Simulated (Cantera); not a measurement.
A perfectly stirred reactor is fed with 2.27 % C2H6, 97.7 % N2, at 100000 Pa; it is held at 1450 K, and followed from long to short residence time.

Computed with Cantera and GRI-Mech 3.0 (53 species, 325 reactions). GRI-Mech 3.0 stops at C3 and has no aromatics, soot or wall deposition, so with more carbon than oxygen in the feed, carbon stays in small species such as C2H2 where larger ones or solid carbon would form.

One state of this run: x C2H6 = 0.000886; x CH3 = 8.19e-5; x H2 = 0.0298; x CH4 = 0.00567; x C2H4 = 0.00375; x HCN = 3.73e-8; x H = 1.92e-5. x: mole fraction; the columns are a selection and need not sum to one.

Problem. Which value of τ (s) does it belong to?
A) 0.016
B) 0.11
C) 0.0083
D) 0.0012

Solution. A, 0.016
